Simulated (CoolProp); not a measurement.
Saturation properties of n-pentane (Tc = 469.7 K, pc = 3368 kPa, ω = 0.251).

Values from CoolProp's reference Helmholtz-energy equation of state, Thol 2019.

```json
[
 {"T (K)": "245.1", "p (kPa)": "5.729", "surface tension (mN/m)": "21.4", "liquid viscosity (µPa s)": "307"},
 {"T (K)": "271", "p (kPa)": "22.15", "surface tension (mN/m)": "18.5", "liquid viscosity (µPa s)": "236"},
 {"T (K)": "297", "p (kPa)": "65.49", "surface tension (mN/m)": "15.6", "liquid viscosity (µPa s)": "182"},
 {"T (K)": "322.9", "p (kPa)": "158.1", "surface tension (mN/m)": "12.8", "liquid viscosity (µPa s)": "140"},
 {"T (K)": "348.9", "p (kPa)": "330.2", "surface tension (mN/m)": "10.0", "liquid viscosity (µPa s)": "108"},
 {"T (K)": "374.8", "p (kPa)": "615.3", "surface tension (mN/m)": "7.40", "liquid viscosity (µPa s)": "83.0"},
 {"T (K)": "400.8", "p (kPa)": "1056", "surface tension (mN/m)": "4.93", "liquid viscosity (µPa s)": "62.3"},
 {"T (K)": "426.7", "p (kPa)": "1693", "surface tension (mN/m)": "2.69", "liquid viscosity (µPa s)": "44.7"},
 {"T (K)": "452.7", "p (kPa)": "2591", "surface tension (mN/m)": "0.810", "liquid viscosity (µPa s)": "28.7"}
]
```

It boils at 309.2 K under 1 atm.

Viscosity comes from a separate model (Quiñones-Cisneros 2006), older than the equation that it now runs on, and unchecked against measurements. Surface tension comes from a separate correlation (Mulero 2012).
